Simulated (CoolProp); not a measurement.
Saturation properties of normal hydrogen.

Values from CoolProp's reference Helmholtz-energy equation of state, Leachman 2009.

```
T (K)  p (MPa)  liquid density (kg/m³)  vapour density (kg/m³)  liquid cp (kJ/(kg K))  surface tension (mN/m)  vapour viscosity (µPa s)
-----  -------  ----------------------  ----------------------  ---------------------  ----------------------  ------------------------
25.7    0.3710                   63.58                   4.490                      …                    1.01                      1.32
26.3    0.4180                   62.56                   5.060                  14.90                   0.913                      1.37
26.8         …                   61.67                   5.583                  15.66                   0.832                      1.40
27.4    0.5147                   60.54                   6.275                  16.71                   0.736                      1.45
27.9    0.5635                   59.55                   6.914                  17.75                   0.658                      1.49
28.5         …                   58.27                   7.766                  19.25                   0.565                      1.55
29      0.6821                   57.12                   8.560                  20.81                   0.490                      1.60
29.6         …                   55.62                   9.636                  23.21                       …                      1.67
30.1    0.8174                   54.25                   10.66                      …                   0.331                      1.73
30.7    0.8988                   52.41                   12.09                  30.50                   0.251                      1.81
31.2    0.9711                   50.64                   13.51                  36.49                   0.188                      1.90
31.8     1.063                   48.09                       …                  49.69                       …                      2.03
32.3     1.145                   45.33                   18.02                  75.85                  0.0734                      2.17
```

### Question
Some entries are withheld; supply them.

### Answer

- 25.7, liquid cp (kJ/(kg K)): 14.10
- 26.8, p (MPa): 0.4602
- 28.5, p (MPa): 0.6262
- 29.6, p (MPa): 0.7537
- 29.6, surface tension (mN/m): 0.402
- 30.1, liquid cp (kJ/(kg K)): 25.89
- 31.8, vapour density (kg/m³): 15.63
- 31.8, surface tension (mN/m): 0.120

It boils at 20.4 K under 1 atm.

Viscosity comes from a separate model (Muzny 2013). Surface tension comes from a separate correlation (Mulero 2012).
